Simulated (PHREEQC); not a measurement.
Solution (25 °C): 1.2 mmol/kgw FeCl3, 10 mmol/kgw MgSO4, 53 mmol/kgw H2SO4 and 0.75 mmol/kgw NaCl. Closed to the air; pH follows from the charge balance.

Computed with PHREEQC (ion-association model, wateq4f.dat).

| quantity | before | after |
|---|---|---|
| pH | 1.27 | 1.90 |
| HSO4- (mol/kgw) | 0.0413 | 0.00656 |
| SO4-2 (mol/kgw) | 0.0168 | 0.00944 |
| Mg+2 (mol/kgw) | 0.00636 | 0.00662 |
| MgSO4 (mol/kgw) | 0.00364 | 0.00338 |
| SI of Goethite (FeOOH) | -0.22 | +1.92 |
| SI of Hematite (Fe2O3) | +1.58 | +5.85 |

Which change was made?
(A) H2SO4 replaced by ZnSO4 at the same molality
(B) H2SO4 from 0.053 to 0.0106 mol/kgw
(C) 0.021 mol/kgw Fe2(SO4)3 added

B, H2SO4 from 0.053 to 0.0106 mol/kgw

This is a speciation only: nothing precipitates in the calculation. Some of these states are supersaturated (in Hematite (slow to form), Goethite (slow to form), for instance).
